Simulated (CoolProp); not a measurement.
Vapour pressure (MPa) of propylene: the reference equation beside estimates from Tc = 91.1 °C, pc = 4.555 MPa, ω = 0.146.

Computed with CoolProp (reference Helmholtz-energy equation of state, Lemmon 2013).

| T (°C) | reference | Lee-Kesler | Peng-Robinson |
|---|---|---|---|
| -26.65 | 0.2402 | 0.2397 | 0.2401 |
| -21.15 | 0.2935 | 0.2933 | 0.2930 |
| -15.75 | 0.3539 | 0.3542 | 0.3532 |
| -10.35 | 0.4233 | 0.4241 | 0.4223 |
| -4.85 | 0.5040 | 0.5053 | 0.5027 |
| 0.55 | 0.5937 | 0.5956 | 0.5923 |
| 5.95 | 0.6948 | 0.6973 | 0.6934 |
| 11.45 | 0.8103 | 0.8132 | 0.8089 |
| 16.85 | 0.9368 | 0.9401 | 0.9358 |
| 22.35 | 1.080 | 1.083 | 1.080 |
| 27.75 | 1.236 | 1.239 | 1.236 |
| 33.15 | 1.407 | 1.410 | 1.408 |
| 38.65 | 1.599 | 1.602 | 1.602 |
| 44.05 | 1.805 | 1.807 | 1.810 |

Absolute difference from the reference over all 14 rows, mean and median: Lee-Kesler 0.2 and 0.2 %, Peng-Robinson 0.2 and 0.2 %.
